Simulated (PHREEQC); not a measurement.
## Copper plating or etch bath: an equilibrium model

A solution holds 35 mmol/kgw CuCl2, 5 mmol/kgw HNO3 and 8 mmol/kgw Na2SO4, at 22 °C. Closed to the air; pH follows from the charge balance.

Model: ion-association model, phreeqc.dat, run in PHREEQC.

Each row changes one thing in this solution. This is a speciation only: nothing precipitates in the calculation.

```json
[
 {"case": "as made", "pH": "2.44", "ionic strength (mol/kgw)": "0.116", "SO4-2 (mol/kgw)": "0.00404", "HSO4- (mol/kgw)": "0.000611"},
 {"case": "CuCl2 replaced by MnCl2 at the same molality", "pH": "2.45", "ionic strength (mol/kgw)": "0.115", "SO4-2 (mol/kgw)": "0.00436", "HSO4- (mol/kgw)": "0.000654"},
 {"case": "temperature from 22 to 5 °C", "pH": "2.43", "ionic strength (mol/kgw)": "0.118", "SO4-2 (mol/kgw)": "0.00423", "HSO4- (mol/kgw)": "0.000478"},
 {"case": "Na2SO4 from 0.008 to 0.004 mol/kgw", "pH": "2.42", "ionic strength (mol/kgw)": "0.111", "SO4-2 (mol/kgw)": "0.00196", "HSO4- (mol/kgw)": "0.000320"},
 {"case": "temperature from 22 to 70 °C", "pH": "2.54", "ionic strength (mol/kgw)": "0.101", "SO4-2 (mol/kgw)": "0.00367", "HSO4- (mol/kgw)": "0.00143"},
 {"case": "Na2SO4 replaced by Fe2(SO4)3 at the same molality", "pH": "2.35", "ionic strength (mol/kgw)": "0.134", "SO4-2 (mol/kgw)": "0.00683", "HSO4- (mol/kgw)": "0.00122"}
]
```

Some of these states are supersaturated (in Hematite (slow to form), Goethite (slow to form), for instance). Constants without temperature data keep their 25 °C values here.
